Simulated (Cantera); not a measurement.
Input: 1 mol SiH4, 22 mol H2O, 1.1 mol N2, at 98.0 Pa.

These are equilibrium values from Cantera (NASA tables, ideal gas, pure condensed phases), not measurements of a reactor. Candidate condensed phases: H2O, Si, SiO2, Si2N2O, Si3N4; 35 gas species. The tables hold silica as quartz up to 1696 K and as liquid above; real silica turns to tridymite and cristobalite and melts near 1996 K. Rates play no part.

x: gas mole fraction; n: condensed amount in mol.

```json
[
 {"T (°C)": "327", "x H2O": "0.797", "x H2": "0.159", "x N2": "0.0438", "x H": "<1e-12", "x NH3": "5.43e-7", "n SiO2(α-quartz)": "1.00", "n SiO2(β-quartz)": "0"},
 {"T (°C)": "377", "x H2O": "0.797", "x H2": "0.159", "x N2": "0.0438", "x H": "<1e-12", "x NH3": "2.44e-7", "n SiO2(α-quartz)": "1.00", "n SiO2(β-quartz)": "0"},
 {"T (°C)": "427", "x H2O": "0.797", "x H2": "0.159", "x N2": "0.0438", "x H": "<1e-12", "x NH3": "…", "n SiO2(α-quartz)": "1.00", "n SiO2(β-quartz)": "0"},
 {"T (°C)": "477", "x H2O": "0.797", "x H2": "0.159", "x N2": "0.0438", "x H": "4.03e-12", "x NH3": "6.67e-8", "n SiO2(α-quartz)": "1.00", "n SiO2(β-quartz)": "0"},
 {"T (°C)": "527", "x H2O": "0.797", "x H2": "0.159", "x N2": "0.0438", "x H": "3.69e-11", "x NH3": "3.90e-8", "n SiO2(α-quartz)": "1.00", "n SiO2(β-quartz)": "0"},
 {"T (°C)": "577", "x H2O": "0.797", "x H2": "0.159", "x N2": "0.0438", "x H": "2.61e-10", "x NH3": "2.42e-8", "n SiO2(α-quartz)": "0", "n SiO2(β-quartz)": "1.00"},
 {"T (°C)": "627", "x H2O": "0.797", "x H2": "0.159", "x N2": "0.0438", "x H": "1.49e-9", "x NH3": "1.58e-8", "n SiO2(α-quartz)": "0", "n SiO2(β-quartz)": "1.00"},
 {"T (°C)": "677", "x H2O": "0.797", "x H2": "0.159", "x N2": "0.0438", "x H": "7.09e-9", "x NH3": "1.08e-8", "n SiO2(α-quartz)": "0", "n SiO2(β-quartz)": "1.00"},
 {"T (°C)": "727", "x H2O": "0.797", "x H2": "0.159", "x N2": "0.0438", "x H": "2.89e-8", "x NH3": "7.60e-9", "n SiO2(α-quartz)": "0", "n SiO2(β-quartz)": "1.00"},
 {"T (°C)": "777", "x H2O": "0.797", "x H2": "0.159", "x N2": "0.0438", "x H": "1.03e-7", "x NH3": "5.54e-9", "n SiO2(α-quartz)": "0", "n SiO2(β-quartz)": "1.00"},
 {"T (°C)": "827", "x H2O": "0.797", "x H2": "0.159", "x N2": "0.0438", "x H": "3.30e-7", "x NH3": "4.15e-9", "n SiO2(α-quartz)": "0", "n SiO2(β-quartz)": "1.00"},
 {"T (°C)": "877", "x H2O": "0.797", "x H2": "0.159", "x N2": "0.0438", "x H": "…", "x NH3": "…", "n SiO2(α-quartz)": "0", "n SiO2(β-quartz)": "1.00"},
 {"T (°C)": "927", "x H2O": "0.797", "x H2": "0.159", "x N2": "0.0438", "x H": "2.52e-6", "x NH3": "2.49e-9", "n SiO2(α-quartz)": "0", "n SiO2(β-quartz)": "1.00"},
 {"T (°C)": "977", "x H2O": "0.797", "x H2": "0.159", "x N2": "0.0438", "x H": "6.16e-6", "x NH3": "1.99e-9", "n SiO2(α-quartz)": "0", "n SiO2(β-quartz)": "1.00"}
]
```

**Question.** Complete the blanks.

**Answer.** 
- 877, x H: 9.51e-7
- 877, x NH3: 3.18e-9
- 427, x NH3: 1.22e-7
